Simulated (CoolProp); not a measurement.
Computed with CoolProp (reference Helmholtz-energy equation of state, Bücker 2006).

Question: Give the vapour pressure (kPa), surface tension (mN/m), vapour viscosity (µPa s) of saturated n-butane at -19.95 °C.

Answer: 
```csv
T (°C),p (kPa),surface tension (mN/m),vapour viscosity (µPa s)
-19.95,45.3,17.2,6.29
```

Viscosity comes from a separate model (Vogel 1999). Surface tension comes from a separate correlation (Mulero 2012).
